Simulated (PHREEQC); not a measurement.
## Hard or scaling water with hard or scaling water

Solution A (0.0031 mol CaCl2, 0.00014 mol CO2 and 2.3e-07 mol H4SiO4 per kg of water) is mixed with solution B (39 mmol/kgw MgCl2, 0.29 mmol/kgw CO2 and 5.8 mmol/kgw MgSO4) at 20 °C; shares are by mass of water, 1 kg in all. O2 is buffered at 0.21 atm. CO2 from the air is kept out. Solids allowed: Aragonite, Gypsum, Chalcedony. Others were left out.

Model: ion-association model, phreeqc.dat, run in PHREEQC.

### Question
Predict pH at share of solution B = 0, 0.5, 0.8, 0.9.

### Answer
```csv
share of solution B,pH
0,5.12
0.5,5.01
0.8,4.96
0.9,4.95
```

Complexes and solids missing from the database can't appear.
